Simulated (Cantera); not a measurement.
Cantera run:

```python
import numpy as np
import cantera as ct

gas_names = """
    Cr CrO CrO2 CrO3 O O2 O3
""".split()
cond_names = """
    Cr(cr) Cr(L) Cr2O3(s) Cr2O3(L)
""".split()


# ... load() reads the species with a 1 bar reference pressure and builds the phases ...
atoms = {
    'Cr': {'Cr': 1},
    'O2': {'O': 2},
}
top_T = {}  # K; cautious upper limits of use, not melting points


# ... equilibrate(T, P, feed) seeds the gas with the atoms and calls Mixture.equilibrate('TP', solver="vcs", rtol=1e-11, max_steps=5000) ...
results = []
feed = {'Cr': 1, 'O2': 0.84}  # mol
T = 1550  # K
P = 1333.22  # Pa
mix = equilibrate(T, P, feed)
results.append((T, P, feed, dict(zip(mix.species_names, mix.species_moles))))
print(gas.report(threshold=0.0001))
for i in range(1, mix.n_phases):
    print(f"{mix.phase(i).name:16s} {mix.phase_moles(i):12.5e} mol")
```

Output:

```
       temperature   1550 K
          pressure   1333.2 Pa
           density   0.0033101 kg/m^3
  mean mol. weight   31.997 kg/kmol
   phase of matter   gas

                          1 kg             1 kmol
                     ---------------   ---------------
          enthalpy        1.3255e+06        4.2412e+07  J
   internal energy        9.2272e+05        2.9524e+07  J
           entropy            9224.2        2.9515e+05  J/K
    Gibbs function       -1.2972e+07       -4.1507e+08  J
 heat capacity c_p            1145.5             36652  J/K
 heat capacity c_v            885.63             28338  J/K

                      mass frac. Y      mole frac. X     chem. pot. / RT
                     ---------------   ---------------   ---------------
                O2           0.99996           0.99993           -32.208
     [   +6 minor]        4.1714e-05         7.032e-05

Cr(cr)            0.00000e+00 mol
Cr2O3(s)          5.00000e-01 mol
```

These are equilibrium values from Cantera (NASA tables, ideal gas, pure condensed phases), not measurements of a reactor.
